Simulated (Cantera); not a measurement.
A closed system holds: 1 mol SiH₄, 0.04 mol CH₄, 1800 mol H₂, equilibrated at 677 °C and 105 Torr.

Cantera equilibrium calculation (NASA polynomials, part measured and part estimated; ideal gas, pure solids and liquids). Candidate condensed phases: C, C₆H₆, C₇H₈, C₈H₁₈, Si, SiC; 87 gas species. The numbers say what is thermodynamically allowed, not how fast it happens.

Base state: H₂ 1.000 (mole fractions); condensed: Si(s) + SiC(s).

Question: What changes in the equilibrium state with this change: pressure from 105 Torr to 1.00 Torr?

Answer: 
```json
[
 {"species": "H₂", "before": "1.000", "after": "1.00"},
 {"species": "Si(s), mol", "before": "0.970", "after": "0.960"},
 {"species": "SiC(s), mol", "before": "0.0296", "after": "0.0399"}
]
```
